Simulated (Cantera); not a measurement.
Charge: 1 mol SiO2, 2.2 mol CO, at 1875 K and 290 Pa.

Cantera equilibrium calculation (NASA polynomials, part measured and part estimated; ideal gas, pure solids and liquids). Candidate condensed phases: C, Si, SiC, SiO2; 20 gas species. The tables hold silica as quartz up to 1696 K and as liquid above; real silica turns to tridymite and cristobalite and melts near 1996 K. Equilibrium is a limit: real reactors are often held back by kinetics, nucleation or transport.

Base state: CO 0.947, SiO 0.0266, CO2 0.0266 (mole fractions); condensed: SiO2(condensed).

Q: What changes in the equilibrium state with this change: temperature from 1875 K to 1398 K?

A: 
```csv
species,before,after
CO,0.947,1.000
SiO,0.0266,0.000107
CO2,0.0266,0.000107
"SiO2(condensed), mol",0.940,0
"SiO2(β-quartz), mol",0,1.000
```

Q: What changes in the equilibrium state with this change: SiO2 replaced by Ta2O5?

A: 
```
species               before     after
--------------------  ------  --------
CO                     0.947     1.000
CO2                   0.0266  0.000383
TaO2                       0   2.85e-5
SiO                   0.0266         0
SiO2(condensed), mol   0.940         0
TaC(s), mol                0  0.000228
Ta2O5(s), mol              0     1.000
```
Mutual solubility and eutectic melting of coexisting phases are not modelled. TaC: taken at fixed stoichiometry. Condensed phases not in the tables: Ta2C. Further candidate phases: Ta, TaC, Ta2O5.
